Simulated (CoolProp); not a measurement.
Vapour-liquid equilibrium of R143a (1) + n-butane (2) at 5.94 bar; x and y are mole fractions of (1).

Model: multi-fluid Helmholtz-energy mixture model, Lemmon and Jacobsen 2000 and Bücker 2006; pair parameters Bell 2016, in CoolProp.

```json
[
 {"x": "0.05", "bubble temperature (K)": "314.5", "y at the bubble point": "0.333", "dew temperature at overall composition x (K)": "328.1", "liquid density (mol/L)": "…"},
 {"x": "0.2", "bubble temperature (K)": "291.2", "y at the bubble point": "…", "dew temperature at overall composition x (K)": "321.2", "liquid density (mol/L)": "…"},
 {"x": "0.35", "bubble temperature (K)": "283.3", "y at the bubble point": "0.776", "dew temperature at overall composition x (K)": "313.6", "liquid density (mol/L)": "…"},
 {"x": "0.5", "bubble temperature (K)": "279.6", "y at the bubble point": "0.819", "dew temperature at overall composition x (K)": "304.8", "liquid density (mol/L)": "10.79"},
 {"x": "0.65", "bubble temperature (K)": "277.0", "y at the bubble point": "0.855", "dew temperature at overall composition x (K)": "294.1", "liquid density (mol/L)": "11.12"},
 {"x": "0.8", "bubble temperature (K)": "274.6", "y at the bubble point": "0.900", "dew temperature at overall composition x (K)": "281.2", "liquid density (mol/L)": "11.53"},
 {"x": "0.95", "bubble temperature (K)": "…", "y at the bubble point": "…", "dew temperature at overall composition x (K)": "…", "liquid density (mol/L)": "12.04"}
]
```

Q: Some entries are withheld; supply them.

A: 
- 0.05, liquid density (mol/L): 9.537
- 0.2, y at the bubble point: 0.686
- 0.2, liquid density (mol/L): 10.16
- 0.35, liquid density (mol/L): 10.50
- 0.95, bubble temperature (K): 272.4
- 0.95, y at the bubble point: 0.968
- 0.95, dew temperature at overall composition x (K): 272.9

No azeotrope shows between x = 0.05 and 0.95.

Pair parameters are fitted to limited data, so mixtures are less certain than the pure fluids. With so large a gap from Raoult's law the liquid may split in two, which this calculation doesn't test in full.
